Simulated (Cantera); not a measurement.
A Cantera script and its output.

```python
import numpy as np
import cantera as ct

gas = ct.Solution("gri30.yaml")
gas.TPX = 1725, 20000, {'CH4': 1, 'H2': 2.8}
reactor = ct.IdealGasConstPressureReactor(gas, energy="off", clone=False)
net = ct.ReactorNet([reactor])
net.rtol, net.atol = 1e-08, 1e-18
show = ['CH4', 'H2', 'C2H2', 'CH3', 'H']
times = np.geomspace(2e-05, 10, 12)

steps = ct.SolutionArray(gas, extra=["t"])
rows = []
print(f"{'t/s':>10s}{'T/K':>9s}{'P/Pa':>11s}" + "".join(f"{s:>11s}" for s in show))
for t in times:
    while net.time < t:
        t_next = net.step()
        steps.append(gas.state, t=t_next)
    rows.append([np.interp(t, steps.t, y) for y in (steps.T, steps.P, *steps(*show).X.T)])
    print(f"{t:10.3e}{rows[-1][0]:9.1f}{rows[-1][1]:11.4g}" + "".join(f"{x:11.3e}" for x in rows[-1][2:]))
rate = np.gradient(steps.T, steps.t)
print("integrator steps:", len(steps.t))
if steps.T.max() > steps.T[0] + 200:
    print(f"time of steepest temperature rise: {steps.t[rate.argmax()]:.4e} s")
gas.TPX = 1725, 20000, {'CH4': 1, 'H2': 2.8}
gas.equilibrate("TP")
print(f"equilibrium (TP): T = {gas.T:.1f} K  " + "  ".join(f"{s} {gas[s].X[0]:.3e}" for s in show))
```

Output:

```
       t/s      T/K       P/Pa        CH4         H2       C2H2        CH3          H
 2.000e-05   1725.0      2e+04  2.631e-01  7.368e-01  1.042e-11  5.625e-05  8.466e-06
 6.594e-05   1725.0      2e+04  2.629e-01  7.368e-01  1.927e-09  1.855e-04  2.639e-05
 2.174e-04   1725.0      2e+04  2.624e-01  7.369e-01  3.923e-07  5.813e-04  8.162e-05
 7.166e-04   1725.0      2e+04  2.600e-01  7.377e-01  7.133e-05  1.406e-03  1.994e-04
 2.363e-03   1725.0      2e+04  2.483e-01  7.443e-01  2.678e-03  1.678e-03  2.514e-04
 7.789e-03   1725.0      2e+04  2.140e-01  7.652e-01  1.640e-02  1.472e-03  2.627e-04
 2.568e-02   1725.0      2e+04  1.456e-01  8.068e-01  4.467e-02  1.054e-03  2.905e-04
 8.465e-02   1725.0      2e+04  6.799e-02  8.541e-01  7.626e-02  5.384e-04  3.351e-04
 2.791e-01   1725.0      2e+04  2.306e-02  8.814e-01  9.430e-02  1.982e-04  3.746e-04
 9.201e-01   1725.0      2e+04  8.116e-03  8.904e-01  1.003e-01  7.229e-05  3.918e-04
 3.033e+00   1725.0      2e+04  5.575e-03  8.920e-01  1.013e-01  4.998e-05  3.950e-04
 1.000e+01   1725.0      2e+04  5.536e-03  8.920e-01  1.013e-01  4.964e-05  3.950e-04
integrator steps: 1041
equilibrium (TP): T = 1725.0 K  CH4 5.536e-03  H2 8.920e-01  C2H2 1.013e-01  CH3 4.964e-05  H 3.950e-04
```

Model: GRI-Mech 3.0 (53 species, 325 reactions), integrated in Cantera. GRI-Mech 3.0 stops at C3 and has no aromatics, soot or wall deposition, so with more carbon than oxygen in the feed, carbon stays in small species such as C2H2 where larger ones or solid carbon would form.
